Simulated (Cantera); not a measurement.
Feed: 1 mol CH3F, 0.15 mol H2, at 2452 °C and 0.000970 bar.

These are equilibrium values from Cantera (NASA tables, ideal gas, pure condensed phases), not measurements of a reactor. Candidate condensed phases: C, C6H6, C7H8, C8H18; 95 gas species. Rates play no part.

Base state: H 0.576, HF 0.313, H2 0.0826, C3 0.0126, F 0.00780, C 0.00292, C2H2 (acetylene) 0.00213, C2H 0.00165 (mole fractions); condensed: C(graphite).

**Question.** What changes in the equilibrium state with this change: pressure from 0.000970 bar to 0.00940 bar?

**Answer.** 
| species | before | after |
|---|---|---|
| HF | 0.313 | 0.384 |
| H | 0.576 | 0.334 |
| H2 | 0.0826 | 0.270 |
| C3 | 0.0126 | 0.00130 |
| C2 | 0.00121 | 0.000125 |
| C | 0.00292 | 0.000302 |
| C(graphite), mol | 0.839 | 0.946 |
